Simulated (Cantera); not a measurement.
Charge: 1 mol Pb, 0.17 mol O2, 87 mol H2, equilibrated at 1100 K and 0.00133 bar.

Method: chemical equilibrium by Gibbs-energy minimisation in Cantera with the NASA 1993 tables (ideal gas, pure condensed phases). Candidate condensed phases: H2O, Pb, PbO, PbO2, Pb3O4; 12 gas species. Kinetics and transport are ignored.

Base state: H2 0.985, Pb 0.0114, H2O 0.00386 (mole fractions); condensed: gas only.

**Question.** What changes in the equilibrium state with this change: O2 from 0.17 to 1.4 mol?

**Answer.** 
```json
[
 {"species": "H2", "before": "0.985", "after": "0.957"},
 {"species": "H2O", "before": "0.00386", "after": "0.0318"},
 {"species": "Pb", "before": "0.0114", "after": "0.0114"}
]
```

**Question.** What changes in the equilibrium state with this change: temperature from 1100 K to 673 K?

**Answer.** 
```
species      before    after
----------  -------  -------
H2            0.985    0.996
H2O         0.00386  0.00391
Pb           0.0114  2.30e-7
Pb(l), mol        0    1.000
```
